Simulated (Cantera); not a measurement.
A perfectly stirred reactor is fed with CH4 : C2H6 : O2 : N2 = 1 : 0.13 : 1.53 : 5.77 (molar parts), equivalence ratio 1.6, at 10.0 bar; it is adiabatic with a 673 K inlet, and is followed from long to short residence time, starting on the burning branch (τ in s: 0.053, 0.025, 0.012, 0.0056, 0.0026, 0.0012, 0.00059, 0.00028, 0.00013, 6.3e-05, 3e-05, 1.4e-05, 6.6e-06).

Detailed kinetics in Cantera: GRI-Mech 3.0 (53 species, 325 reactions).

Problem. What does this change do: CH4 1 to 0.62 parts?

Solution. 
```
quantity                                                                       before                               after
------------------------------------------------  -----------------------------------  ----------------------------------
blow-out, bracketed by the residence times tried  burning at 0.130 ms, out at 63.0 µs  burning at 14.0 µs, out at 6.60 µs
x(CH4) at τ = 53.0 ms                                                        0.000733                             1.24e-6
x(C2H6) at τ = 53.0 ms                                                        1.70e-7                             1.10e-8
x(O2) at τ = 53.0 ms                                                          4.86e-5                            0.000678
x(CH2) at τ = 53.0 ms                                                         2.60e-7                             5.57e-8
x(H2O2) at τ = 53.0 ms                                                        3.55e-9                             1.02e-7
x(CH4) at τ = 0.590 ms                                                        0.00697                             4.40e-5
x(C2H6) at τ = 0.590 ms                                                       2.48e-5                             8.72e-7
x(O2) at τ = 0.590 ms                                                         0.00294                             0.00275
x(CH2) at τ = 0.590 ms                                                        8.05e-6                             2.90e-6
x(H2O2) at τ = 0.590 ms                                                       2.24e-7                             2.82e-7
```
